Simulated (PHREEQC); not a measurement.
Solution (70 °C): 1.2 mol H2SO4, 0.00064 mol LiCl and 0.00092 mol MgSO4 per kg of water. Closed to the air; pH follows from the charge balance.

The numbers come from PHREEQC with the Pitzer model, pitzer.dat.

This is a speciation only: nothing precipitates in the calculation.

### Question
What pH does the model give?

### Answer
pH -0.14.

### Question
In which forms is S present?

### Answer
HSO4- 90 %, SO4-2 9.9 % of the S.

In brines, pH and single-ion activities rest on the MacInnes convention. At this temperature some constants are extrapolated from 25 °C, and those without enthalpy data are left unchanged.
